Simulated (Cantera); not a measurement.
Input (Python, Cantera) and output of one run.

```python
import numpy as np
import cantera as ct

gas_names = [...]  # 87 gases of nasa_gas.yaml made of C, H, Si
cond_names = """
    C(gr) C6H6(L) C7H8(L) C8H18(L),n-octa Si(cr) Si(L) SiC(b)
""".split()


# ... load() reads the species with a 1 bar reference pressure and builds the phases ...
atoms = {
    'CH3SiH3': {'C': 1, 'H': 6, 'Si': 1},
    'C2H4': {'C': 2, 'H': 4},
    'H2': {'H': 2},
}
top_T = {'C(gr)': 4500, 'SiC(b)': 3050}  # K; cautious upper limits of use, not melting points


# ... equilibrate(T, P, feed) seeds the gas with the atoms and calls Mixture.equilibrate('TP', solver="vcs", rtol=1e-11, max_steps=5000) ...
results = []
feed = {'CH3SiH3': 1, 'C2H4': 0.055, 'H2': 9.3}  # mol
T = 2450  # K
P = 110  # Pa
mix = equilibrate(T, P, feed)
results.append((T, P, feed, dict(zip(mix.species_names, mix.species_moles))))
print(gas.report(threshold=0.001))
for i in range(1, mix.n_phases):
    print(f"{mix.phase(i).name:16s} {mix.phase_moles(i):12.5e} mol")
```

Result:

```
       temperature   2450 K
          pressure   110 Pa
           density   1.8825e-05 kg/m^3
  mean mol. weight   3.4862 kg/kmol
   phase of matter   gas

                          1 kg             1 kmol
                     ---------------   ---------------
          enthalpy        5.2076e+07        1.8155e+08  J
   internal energy        4.6233e+07        1.6118e+08  J
           entropy             70925        2.4726e+05  J/K
    Gibbs function       -1.2169e+08       -4.2423e+08  J
 heat capacity c_p            8352.7             29119  J/K
 heat capacity c_v            5967.8             20805  J/K

                      mass frac. Y      mole frac. X     chem. pot. / RT
                     ---------------   ---------------   ---------------
    C2H2,acetylene          0.032973         0.0044148           -34.072
                 H           0.12459           0.43091            -13.82
                H2           0.29264           0.50605            -27.64
                Si           0.37695          0.046791           -11.141
              SiC2           0.15658          0.010476           -17.573
     [  +82 minor]          0.016269         0.0013595

C(gr)             5.71331e-01 mol
Si(L)             0.00000e+00 mol
SiC(b)            0.00000e+00 mol
```

Cantera equilibrium calculation (NASA polynomials, part measured and part estimated; ideal gas, pure solids and liquids). The feed counts by its element totals alone.
